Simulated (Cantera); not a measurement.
Charge: 1 mol B, 0.71 mol NH₃, equilibrated at 1477 °C and 0.0100 bar.

Cantera equilibrium calculation (NASA polynomials, part measured and part estimated; ideal gas, pure solids and liquids). Candidate condensed phases: B, BN; 15 gas species. Mutual solubility and eutectic melting of coexisting phases are not modelled. The tables' values for BH₂ are old estimates; treat these amounts as uncertain. Rates play no part.

Base state: H₂ 0.997, H 0.00232, N₂ 0.000165, BH₂ 8.99e-5 (mole fractions); condensed: B(s) + BN(s).

What changes in the equilibrium state with this change: pressure from 0.0100 bar to 0.00133 bar?


| species | before | after |
|---|---|---|
| H₂ | 0.997 | 0.992 |
| H | 0.00232 | 0.00635 |
| N₂ | 0.000165 | 0.00123 |
| BH₂ | 8.99e-5 | 8.95e-5 |
| B(s), mol | 0.290 | 0.293 |
| BN(s), mol | 0.710 | 0.707 |

What changes in the equilibrium state with this change: pressure from 0.0100 bar to 0.00190 bar?


```
species       before     after
----------  --------  --------
H₂             0.997     0.994
H            0.00232   0.00532
N₂          0.000165  0.000866
BH₂          8.99e-5   8.96e-5
B(s), mol      0.290     0.292
BN(s), mol     0.710     0.708
```

What changes in the equilibrium state with this change: NH₃ from 0.71 to 10 mol?


```json
[
 {"species": "H₂", "before": "0.997", "after": "0.767"},
 {"species": "N₂", "before": "0.000165", "after": "0.231"},
 {"species": "H", "before": "0.00232", "after": "0.00204"},
 {"species": "BH₂", "before": "8.99e-5", "after": "1.85e-6"},
 {"species": "B(s), mol", "before": "0.290", "after": "0"},
 {"species": "BN(s), mol", "before": "0.710", "after": "1.000"}
]
```
